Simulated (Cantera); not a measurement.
## Catalytic stagnation flow on Pt

A jet of 1.96 % H2, 7.03 % O2, 91.0 % N2, equivalence ratio 0.14 at 300 K and 0.0227 atm hits a platinum plate 3.8 cm away at a mass flux of 0.15 kg/m²/s; the plate temperature is set and raised in steps from an oxygen-covered start.

Model: Deutschmann's 1995 Pt surface mechanism with GRI-Mech 3.0 gas chemistry, integrated in Cantera. Catalytic surfaces can have several steady states; this one follows from the mechanism file's or the stated starting coverage.

```csv
plate T (K),wall x H2,wall x O2,wall x H2O,wall x OH,θ free Pt,θ O*,θ OH*
600,0.00455,0.0541,0.0292,<1e-8,0.138,0.858,0.00396
650,0.00454,0.0542,0.0290,<1e-8,0.145,0.853,0.00265
700,0.00447,0.0542,0.0290,<1e-8,0.153,0.845,0.00188
750,0.00422,0.0539,0.0293,<1e-8,0.171,0.828,0.00143
800,0.00371,0.0534,0.0301,<1e-8,0.208,0.790,0.00117
850,0.00313,0.0529,0.0310,1.68e-8,0.264,0.735,0.00100
900,0.00265,0.0524,0.0318,5.43e-8,0.331,0.668,0.000863
950,0.00229,0.0521,0.0323,1.53e-7,0.403,0.597,0.000739
```
x: mole fraction at the wall; θ: surface coverage.
